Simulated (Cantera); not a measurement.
Charge: 1 mol CS2, 0.057 mol H2O, held at 3523 K and 1.13 Torr.

These are equilibrium values from Cantera (NASA tables, ideal gas, pure condensed phases), not measurements of a reactor. Candidate condensed phases: C, C6H6, C7H8, C8H18, H2O, H2SO4, S; 123 gas species. The numbers say what is thermodynamically allowed, not how fast it happens.

Base state: S 0.524, CS 0.335, C 0.0648, H 0.0489, CO 0.0245, C2 0.00204, C3 0.000505, S2 0.000473 (mole fractions); condensed: gas only.

Question: What changes in the equilibrium state with this change: temperature from 3523 K to 3050 K?

Answer: 
| species | before | after |
|---|---|---|
| S | 0.524 | 0.481 |
| CS | 0.335 | 0.433 |
| H | 0.0489 | 0.0522 |
| C | 0.0648 | 0.00188 |
| CO | 0.0245 | 0.0263 |
| C2 | 0.00204 | 4.40e-5 |
| C3 | 0.000505 | 1.50e-5 |
| H2 | 9.29e-6 | 0.000121 |
| CS2 | 3.95e-5 | 0.000463 |
| S2 | 0.000473 | 0.00408 |
